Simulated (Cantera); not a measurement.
Cantera run:

```python
import numpy as np
import cantera as ct

gas_names = """
    CL CLO CL2 H HCL HOCL HO2 H2 H2O H2O2 O OH O2 O3 Ti TiCL TiCL2 TiCL3 TiCL4 TiO TiOCL TiOCL2 TiO2
""".split()
cond_names = """
    H2O(s) H2O(L) Ti(a) Ti(b) Ti(L) TiCL2(s) TiCL3(s) TiCL4(L) TiO(a) TiO(b) TiO(L) TiO2(ru) TiO2(L)
    Ti2O3(a) Ti2O3(b) Ti2O3(L) Ti3O5(a) Ti3O5(b) Ti3O5(L) Ti4O7(s) Ti4O7(L)
""".split()


# ... load() reads the species with a 1 bar reference pressure and builds the phases ...
atoms = {
    'TiO2': {'Ti': 1, 'O': 2},
    'HCl': {'H': 1, 'CL': 1},
}
top_T = {'TiCL2(s)': 1300, 'TiCL3(s)': 1000}  # K; cautious upper limits of use, not melting points


# ... equilibrate(T, P, feed) seeds the gas with the atoms and calls Mixture.equilibrate('TP', solver="vcs", rtol=1e-11, max_steps=5000) ...
results = []
feed = {'TiO2': 1, 'HCl': 0.35}  # mol
P = 1500  # Pa
for T in [1048, 1123, 1198, 1273, 1348, 1423, 1498, 1573]:
    mix = equilibrate(T, P, feed)
    results.append((T, P, feed, dict(zip(mix.species_names, mix.species_moles))))

top = {s: max(r[3][s] / sum(r[3][g] for g in gas_names) for r in results) for s in gas_names}
cols = sorted((s for s in top if top[s] > 0.001), key=lambda s: -top[s])[:6]
seen = [c for c in cond_names if any(r[3].get(c, 0) > 1e-12 for r in results)]
print("log10 of partial pressures in bar; condensed amounts in mol")
print(f"{'T/K':>10s}" + "".join(f"{s[:9]:>10s}" for s in cols + seen))
for T, P, feed, n in results:
    ng = sum(n[g] for g in gas_names)
    print(f"{T:10.4g}" + "".join(f"{np.log10(max(n[s] / ng * P / 1e5, 1e-99)):10.3f}" for s in cols)
          + "".join(f"{n.get(c, 0):10.4g}" for c in seen))
```

It prints:

```
log10 of partial pressures in bar; condensed amounts in mol
       T/K       HCL        CL       H2O        H2     TiCL4  TiO2(ru)
      1048    -1.825    -6.634    -4.687    -6.685    -4.988    0.9998
      1123    -1.825    -6.111    -4.622    -6.273    -4.924    0.9997
      1198    -1.825    -5.663    -4.567    -5.889    -4.869    0.9997
      1273    -1.825    -5.275    -4.518    -5.536    -4.822    0.9996
      1348    -1.826    -4.933    -4.475    -5.216    -4.783    0.9996
      1423    -1.827    -4.628    -4.435    -4.926    -4.754    0.9996
      1498    -1.828    -4.355    -4.395    -4.663    -4.738    0.9995
      1573    -1.829    -4.108    -4.354    -4.424    -4.740    0.9995
```

Cantera equilibrium calculation (NASA polynomials, part measured and part estimated; ideal gas, pure solids and liquids). Condensed phases not in the tables: TiOCl.
